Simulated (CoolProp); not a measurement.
Vapour-liquid equilibrium of R13 (1) + propylene (2) at 902 kPa; x and y are mole fractions of (1).

Values from CoolProp's multi-fluid Helmholtz-energy mixture model, Platzer 1990 and Lemmon 2013; pair parameters Bell 2016. This equation is an older, rougher fit; its heat capacities, sound speeds and derivatives of the liquid may be far off and weren't checked against measurements.

```
x     bubble temperature, mixture model (K)  bubble temperature, Raoult's law (K)  y, mixture model  y, Raoult's law
----  -------------------------------------  ------------------------------------  ----------------  ---------------
0.05                                  282.6                                 284.7             0.167            0.145
0.2                                   269.6                                 274.8             0.481            0.456
0.35                                  261.5                                 267.0             0.645            0.652
0.5                                   256.1                                 260.5             0.747            0.782
0.65                                  252.2                                 255.2             0.825            0.873
0.8                                   249.0                                 250.6             0.895            0.938
0.95                                  246.2                                 246.6             0.971            0.987
```

The largest gap from Raoult's law is -5.5 K in bubble temperature, at x = 0.35. No azeotrope shows between x = 0.05 and 0.95.

The pair parameters rest on a limited set of measurements; away from them the model extrapolates.
